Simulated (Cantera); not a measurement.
An adiabatic, constant-pressure homogeneous reactor starts with CO : H₂ : O₂ : N₂ : H₂O = 1 : 0.048 : 0.771 : 2.9 : 0.16 (molar parts), equivalence ratio 0.68, at 1050 K and 100000 Pa. Integrator tolerance rtol = 1e-08.

Model: GRI-Mech 3.0 (53 species, 325 reactions), integrated in Cantera.

Q: What does this change do: O2 0.771 to 0.25 parts?

A: 
```json
[
 {"quantity": "time of steepest temperature rise", "before": "0.723 ms", "after": "0.968 ms"},
 {"quantity": "temperature at 5.00 s", "before": "2449 K", "after": "1951 K"},
 {"quantity": "equilibrium temperature", "before": "2449 K", "after": "1951 K"},
 {"quantity": "x(CO) at 5.00 s", "before": "0.0232 (gas-phase equilibrium 0.0232)", "after": "0.124 (gas-phase equilibrium 0.124)"},
 {"quantity": "x(H₂) at 5.00 s", "before": "0.000814 (gas-phase equilibrium 0.000814)", "after": "0.00962 (gas-phase equilibrium 0.00962)"},
 {"quantity": "x(O₂) at 5.00 s", "before": "0.0600 (gas-phase equilibrium 0.0600)", "after": "7.14e-7 (gas-phase equilibrium 7.14e-7)"},
 {"quantity": "x(H₂O) at 5.00 s", "before": "0.0430 (gas-phase equilibrium 0.0430)", "after": "0.0409 (gas-phase equilibrium 0.0409)"},
 {"quantity": "x(NO) at 5.00 s", "before": "0.0102 (gas-phase equilibrium 0.0102)", "after": "1.47e-5 (gas-phase equilibrium 1.17e-5)"},
 {"quantity": "x(H₂O₂) at 5.00 s", "before": "6.63e-8 (gas-phase equilibrium 6.63e-8)", "after": "5.44e-11 (gas-phase equilibrium 5.44e-11)"},
 {"quantity": "x(HO₂) at 5.00 s", "before": "3.20e-6 (gas-phase equilibrium 3.20e-6)", "after": "1.17e-10 (gas-phase equilibrium 1.17e-10)"}
]
```
